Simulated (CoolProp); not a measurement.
A Linde-Hampson liquefier for ethylene: isothermal reversible compression at 320 K from 1 atm to 40 MPa, throttling to 1 atm, return gas leaving the recuperator 5 K below the feed. Each further row changes one setting.

The numbers come from the reference Helmholtz-energy equation of state, Smukala 2000 in CoolProp.

```csv
case,liquid yield per pass,compression work (kJ/kg of gas)
as stated,?,468
high pressure 80 MPa,0.377,554
warm-end temperature 350 K,0.355,?
warm-end gap 10 K,?,468
```

Question: What belongs in the gaps?

Answer: 
- as stated, liquid yield per pass: 0.421
- warm-end temperature 350 K, compression work (kJ/kg of gas): 539
- warm-end gap 10 K, liquid yield per pass: 0.414
